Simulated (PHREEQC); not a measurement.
A solution holds 0.43 mmol/kgw H2S, at 20 °C. Closed to the air; pH follows from the charge balance.

Computed with PHREEQC (ion-association model, phreeqc.dat).

```
quantity         before     after
-------------  --------  --------
pH                 5.19      6.29
H2S (mol/kgw)  0.000423  0.000360
HS- (mol/kgw)   6.45e-6   7.01e-5
```

Problem. Which change was made?
A) H2S from 0.00043 to 0.00086 mol/kgw
B) H2S from 0.00043 to 4.3e-05 mol/kgw
C) temperature from 20 to 25 °C
D) diluted 5-fold with water
E) 4.5e-05 mol/kgw Na2CO3 added

Solution. E, 4.5e-05 mol/kgw Na2CO3 added

Precipitation was switched off in this run.
